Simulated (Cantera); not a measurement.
Reactions in the system B-F-H

Source: NASA polynomial tables (part measured, part estimated), evaluated in Cantera. Values are per mole of reaction as written; species without (g) are pure solids or liquids, kept so even where they would boil at 1 bar.

B + 3 HF(g) = BF₃(g) + 3 H(g)

| T (K) | ΔH° (kJ) | ΔS° (J/K) | ΔG° (kJ) | log10 K | condensed phases |
|---|---|---|---|---|---|
| 300 | 336.0 | 71.4 | 314.6 | -54.78 | B(s) |
| 1773 | 364.8 | 105.9 | 177.1 | -5.22 | B(s) |
| 1873 | 366.2 | 106.7 | 166.4 | -4.64 | B(s) |
| 1973 | 367.5 | 107.3 | 155.7 | -4.12 | B(s) |
| 2073 | 368.7 | 107.9 | 145.0 | -3.65 | B(s) |
| 2173 | 369.8 | 108.5 | 134.1 | -3.22 | B(s) |
| 2273 | 370.8 | 108.9 | 123.3 | -2.83 | B(s) |
| 2373 | 321.5 | 87.9 | 112.9 | -2.48 | B(l) |
| 2473 | 322.2 | 88.2 | 104.1 | -2.20 | B(l) |
| 2573 | 322.9 | 88.5 | 95.2 | -1.93 | B(l) |
| 2673 | 323.4 | 88.7 | 86.4 | -1.69 | B(l) |
| 2773 | 324.0 | 88.9 | 77.5 | -1.46 | B(l) |
